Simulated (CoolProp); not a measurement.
A closed Brayton cycle with nitrogen: compressor inlet 328.15 K and 7.8 MPa, high pressure 24.8 MPa, turbine inlet 710 K, compressor efficiency 0.8, turbine efficiency 0.93, recuperator effectiveness 0.8 (on enthalpy, no pinch check). Each further row changes one setting.

The numbers come from the reference Helmholtz-energy equation of state, Span 2000 in CoolProp.

| case | thermal efficiency (%) | net work (kJ/kg) | compressor to turbine work | compressor exit (K) | turbine exit (K) |
|---|---|---|---|---|---|
| as stated | ___ | 29.2 | 0.86 | 490.4 | 528.7 |
| turbine inlet 660 K | 7.5 | ___ | ___ | 490.4 | 489.9 |
| compressor inlet 338.15 K | ___ | 23.5 | 0.89 | 505.2 | 528.7 |
| high pressure 21.1 MPa | 16.2 | ___ | ___ | 464.4 | ___ |
| recuperator effectiveness 0.5 | 12.7 | 29.2 | 0.86 | 490.4 | 528.7 |

Q: Complete the blanks.

A: 
- as stated, thermal efficiency (%): 13.4
- turbine inlet 660 K, net work (kJ/kg): 14.5
- turbine inlet 660 K, compressor to turbine work: 0.92
- compressor inlet 338.15 K, thermal efficiency (%): 11.0
- high pressure 21.1 MPa, net work (kJ/kg): 32.9
- high pressure 21.1 MPa, compressor to turbine work: 0.82
- high pressure 21.1 MPa, turbine exit (K): 551.1
